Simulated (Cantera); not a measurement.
## Equilibrium for nitride etching: AlN + H₂O

Charge: 1 mol AlN, 15 mol H₂O, at 0.133 bar.

These are equilibrium values from Cantera (NASA tables, ideal gas, pure condensed phases), not measurements of a reactor. Candidate condensed phases: Al, AlN, Al₂O₃, H₂O; 35 gas species. Gases not in the tables: Al(OH)₃. Rates play no part.

From 1002 °C to 1802 °C the condensed part is Al₂O₃(s).

```
T (°C)  log p H₂O  log p H₂  log p N₂  log p OH  log p H  n Al₂O₃(s)
------  ---------  --------  --------  --------  -------  ----------
1002        -0.94     -1.89     -2.37     -8.06    -7.08       0.500
1102        -0.94     -1.89     -2.37     -7.20    -6.41       0.500
1202        -0.94     -1.89     -2.37     -6.46    -5.83       0.500
1302        -0.94     -1.89     -2.37     -5.81    -5.33       0.500
1402        -0.94     -1.89     -2.37     -5.24    -4.88       0.500
1502        -0.94     -1.89     -2.37     -4.73    -4.48       0.500
1602        -0.94     -1.89     -2.37     -4.28    -4.13       0.500
1702        -0.94     -1.89     -2.37     -3.88    -3.81       0.500
1802        -0.94     -1.89     -2.37     -3.51    -3.52       0.500
```
log p: log10 of the partial pressure in bar; n: condensed amount in mol.
